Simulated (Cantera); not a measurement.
An isothermal, constant-pressure homogeneous reactor starts with 93.2 % N2O, 6.80 % H2O, at 1273 K and 1.00 atm.

Model: GRI-Mech 3.0 (53 species, 325 reactions), integrated in Cantera. GRI-Mech 3.0 was tuned for natural gas; its chemistry of N2O as a main component is partial and can be far from experiment. The mechanism lacks the step 2 NO + O2 → 2 NO2, which can matter for NO2 below about 1400 K. The temperature is held fixed by assumption; the heat of reaction is taken as removed at once.

x: mole fraction; the columns are a selection and need not sum to one.

| t (s) | x N2O | x H2O | x O2 | x NO | x H |
|---|---|---|---|---|---|
| 0.000100 | 0.932 | 0.0680 | 0.000101 | 3.16e-5 | 5.82e-9 |
| 0.000280 | 0.931 | 0.0680 | 0.000303 | 8.92e-5 | 1.13e-8 |
| 0.000786 | 0.929 | 0.0679 | 0.000891 | 0.000237 | 1.33e-8 |
| 0.00220 | 0.923 | 0.0678 | 0.00254 | 0.000617 | 1.38e-8 |
| 0.00618 | 0.908 | 0.0675 | … | … | 1.29e-8 |
| 0.0173 | 0.867 | 0.0665 | … | … | … |
| 0.0486 | 0.767 | 0.0642 | 0.0496 | 0.0117 | 1.04e-8 |
| 0.136 | 0.563 | 0.0595 | 0.112 | 0.0257 | 9.07e-9 |
| 0.382 | 0.279 | 0.0529 | 0.201 | 0.0430 | 6.39e-9 |
| 1.07 | 0.0667 | 0.0480 | 0.269 | 0.0513 | 2.04e-9 |
| 3.00 | 0.00359 | 0.0465 | 0.290 | 0.0514 | 1.23e-10 |

Problem. Complete the blanks.

Solution. 
- 0.00618, x O2: 0.00708
- 0.00618, x NO: 0.00164
- 0.0173, x O2: 0.0193
- 0.0173, x NO: 0.00450
- 0.0173, x H: 1.15e-8
